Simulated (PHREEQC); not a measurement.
Dissolve 0.18 mol HCl, 0.1 mol ZnSO4 and 0.00019 mol MgSO4 per kg of water at 25 °C. Closed to the air; pH follows from the charge balance.

Computed with PHREEQC (ion-association model, phreeqc.dat).

This is a speciation only: nothing precipitates in the calculation.

Question: Order these S species by the share of S that they hold, largest first: ZnSO4, HSO4-, SO4-2, Zn(SO4)2-2.

Answer: HSO4- (58 %), SO4-2 (20 %), ZnSO4 (17 %), Zn(SO4)2-2 (4.9 %)

The pH is 1.02 and the ionic strength 0.368 mol/kgw.
